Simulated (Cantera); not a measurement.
Feed: 1 mol n-butane, 0.072 mol NH3, at 725 °C and 1.70 bar.

These are equilibrium values from Cantera (NASA tables, ideal gas, pure condensed phases), not measurements of a reactor. Candidate condensed phases: C, C6H6, C7H8, C8H18; 92 gas species. The numbers say what is thermodynamically allowed, not how fast it happens.

Base state: H2 0.867, CH4 0.125, N2 0.00783, NH3 7.17e-5 (mole fractions); condensed: C(graphite).

Problem. What changes in the equilibrium state with this change: temperature from 725 °C to 2427 °C?

Solution. 
```tsv
species	before	after
H2	0.867	0.925
H	1.54e-9	0.0419
C2H2 (acetylene)	<1e-9	0.0218
CH4	0.125	0.000162
HNC	<1e-9	0.000899
C4H2	<1e-9	0.000214
C2H	<1e-9	0.000105
C(graphite), mol	3.43	3.73
```
